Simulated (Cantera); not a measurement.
**Abatement and gas-phase synthesis: CO2 + H2**

Input: 1 mol CO2, a varied amount of H2, equilibrated at 3250 K and 66800 Torr.

Equilibrium computed with Cantera from the NASA thermochemical tables; the gas is ideal and each condensed phase is pure. Candidate condensed phases: C, C6H6, C7H8, C8H18, H2O; 110 gas species. The ideal-gas law is rough above about 30 bar. The tables' values for COOH are old estimates; treat these amounts as uncertain. Kinetics and transport are ignored.

```
n(H2) (mol)  log p H2  log p CO2  log p CO  log p H2O  log p H  log p O2  log p OH
-----------  --------  ---------  --------  ---------  -------  --------  --------
0.26            -0.01       1.65      1.35       1.19    -0.50      0.37      0.30
0.35             0.20       1.59      1.39       1.29    -0.39      0.17      0.30
0.48             0.44       1.49      1.44       1.38    -0.27     -0.14      0.27
0.64             0.68       1.36      1.49       1.45    -0.15     -0.49      0.21
0.87             0.95       1.16      1.51       1.49    -0.02     -0.93      0.12
1.2              1.20       0.90      1.51       1.49     0.11     -1.44     -0.01
1.6              1.39       0.64      1.47       1.46     0.20     -1.88     -0.13
2.1              1.52       0.40      1.41       1.40     0.27     -2.26     -0.25
2.9              1.64       0.11      1.33       1.32     0.32     -2.66     -0.40
3.9              1.71      -0.15      1.24       1.23     0.36     -2.99     -0.52
5.2              1.77      -0.40      1.14       1.13     0.39     -3.30     -0.65
```
log p: log10 of the partial pressure in bar; nothing condenses.

From 0.26 mol H2 to 5.2 mol H2 nothing is condensed. The main C-bearing gas is CO2 at 0.26 mol H2 and CO at 5.2 mol H2.
